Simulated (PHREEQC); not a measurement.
1 kg of water holding 0.048 mol/kgw K2SO4 and 0.061 mol/kgw NaCl is evaporated at 50 °C; the solids stay in contact with the brine. CO2 from the air is kept out. The run lets Arcanite, Glaserite, Halite, Mirabilite, Misenite, Sylvite, Thenardite precipitate or redissolve, and no other solid.

All values are PHREEQC results (Pitzer model, pitzer.dat), not measurements.

| water left (kg) | ionic strength | water activity | Glaserite (mol) |
|---|---|---|---|
| 1 | 0.205 | 0.996 | 0 |
| 0.6755 | 0.303 | 0.994 | 0 |
| 0.5552 | 0.369 | 0.993 | 0 |
| 0.375 | 0.547 | 0.990 | 0 |
| 0.2533 | 0.809 | 0.985 | 0 |
| 0.2082 | 0.985 | 0.982 | 0 |
| 0.1407 | 1.46 | 0.974 | 0 |
| 0.09502 | … | 0.961 | 0 |
| 0.06418 | … | 0.943 | 0 |
| 0.05275 | 3.89 | 0.930 | 0 |
| 0.03564 | 4.26 | 0.913 | 0.00887 |
| 0.02407 | 4.61 | … | … |
| 0.01979 | 4.90 | … | 0.0180 |
| 0.01337 | 5.85 | 0.821 | 0.0211 |
| 0.00903 | 7.55 | 0.739 | 0.0228 |
| 0.007427 | 8.40 | 0.701 | 0.0231 |
| 0.005012 | 8.40 | 0.701 | 0.0234 |

Q: Fill in the missing entries.

A: 
- 0.09502, ionic strength: 2.16
- 0.06418, ionic strength: 3.19
- 0.02407, water activity: 0.889
- 0.02407, Glaserite (mol): 0.0157
- 0.01979, water activity: 0.872

Constants without temperature data keep their 25 °C values here.
